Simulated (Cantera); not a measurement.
Thermodynamics of halide evaporation, hydrolysis and transport, feed MgF2 + H2O + N2

A closed system holds: 1 mol MgF2, 0.16 mol H2O, a varied amount of N2, at 1875 K and 4.30 mbar.

Method: chemical equilibrium by Gibbs-energy minimisation in Cantera with the NASA 1993 tables (ideal gas, pure condensed phases). Candidate condensed phases: H2O, Mg, MgF2, MgO, Mg(OH)2; 50 gas species. The numbers say what is thermodynamically allowed, not how fast it happens.

From 0.51 mol N2 to 64 mol N2 the condensed part is MgO(s). The main Mg-bearing gas is MgF2 throughout.

```csv
n(N2) (mol),log p N2,log p MgF2,log p HF,log p MgF,log p H2O,log p O2,n MgO(s)
0.51,-2.88,-2.67,-3.09,-5.27,-5.52,-5.93,0.157
0.83,-2.75,-2.74,-3.16,-5.29,-5.59,-5.97,0.157
1.3,-2.64,-2.83,-3.26,-5.33,-5.69,-6.02,0.157
2.2,-2.55,-2.97,-3.39,-5.38,-5.82,-6.08,0.157
3.5,-2.49,-3.11,-3.53,-5.43,-5.96,-6.15,0.156
5.7,-2.45,-3.28,-3.70,-5.50,-6.13,-6.22,0.155
9.3,-2.42,-3.46,-3.89,-5.57,-6.31,-6.30,0.154
15,-2.40,-3.65,-4.07,-5.65,-6.50,-6.37,0.153
24,-2.39,-3.85,-4.27,-5.73,-6.70,-6.44,0.150
40,-2.38,-4.06,-4.48,-5.82,-6.91,-6.51,0.147
64,-2.37,-4.26,-4.68,-5.90,-7.11,-6.57,0.142
```
log p: log10 of the partial pressure in bar; n: condensed amount in mol.
